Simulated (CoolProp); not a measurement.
Sulfur hexafluoride at several states: Z from the reference equation and from simpler models built on Tc = 45.6 °C, pc = 3755 kPa, ω = 0.210; each cubic takes its own stable root.

The numbers come from the reference Helmholtz-energy equation of state, Guder 2009 in CoolProp.

| T (°C) | p (kPa) | phase | reference | van der Waals | Soave-Redlich-Kwong | Peng-Robinson |
|---|---|---|---|---|---|---|
| 214.85 | 16100 | supercritical | [?] | [?] | 0.9179 | 0.8663 |
| 204.35 | 2610 | gas | 0.9495 | [?] | 0.9544 | 0.9396 |
| 128.05 | 25.1 | gas | 0.9990 | 0.9989 | 0.9990 | 0.9988 |

**Question.** Complete the blanks.

**Answer.** 
- 214.85, reference: 0.8792
- 214.85, van der Waals: 0.8090
- 204.35, van der Waals: 0.9257
